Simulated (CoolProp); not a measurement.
A Linde-Hampson liquefier for normal hydrogen: isothermal reversible compression at 200 K from 1 atm to 25 MPa, throttling to 1 atm, return gas leaving the recuperator 5 K below the feed. Each further row changes one setting.

The numbers come from the reference Helmholtz-energy equation of state, Leachman 2009 in CoolProp.

```
case                        compression work (kJ/kg of gas)
--------------------------  -------------------------------
as stated                                              4700
high pressure 50 MPa                                   5450
warm-end temperature 230 K                             5390
warm-end gap 10 K                                      4700
```
